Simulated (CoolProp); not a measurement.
The fluid at 345.18 K and 7.12 MPa is throttled through a valve to 4.27 MPa with no heat exchange. The same conditions are run with several fluids, on thermodynamics alone (safety and materials aside).

The numbers come from the reference Helmholtz-energy equation of state of each fluid (C2F6 (R116): Lemmon 2006; normal hydrogen: Leachman 2009; R125: Lemmon 2005; nitrogen: Span 2000; CH3F (R41): Lemmon 2006) in CoolProp.

```json
[
 {"fluid": "C2F6 (R116)", "temperature change (K)": "-17.7", "final phase": "supercritical", "final density (kg/m³)": "?"},
 {"fluid": "normal hydrogen", "temperature change (K)": "?", "final phase": "supercritical", "final density (kg/m³)": "?"},
 {"fluid": "R125", "temperature change (K)": "?", "final phase": "supercritical", "final density (kg/m³)": "?"},
 {"fluid": "nitrogen", "temperature change (K)": "-3.5", "final phase": "supercritical", "final density (kg/m³)": "?"},
 {"fluid": "CH3F (R41)", "temperature change (K)": "?", "final phase": "?", "final density (kg/m³)": "89.3"}
]
```

### Question
What belongs in the gaps?

### Answer

- C2F6 (R116), final density (kg/m³): 361
- normal hydrogen, temperature change (K): +1.1
- normal hydrogen, final density (kg/m³): 2.92
- R125, temperature change (K): -5.5
- R125, final density (kg/m³): 874
- nitrogen, final density (kg/m³): 41.8
- CH3F (R41), temperature change (K): -31.4
- CH3F (R41), final phase: gas
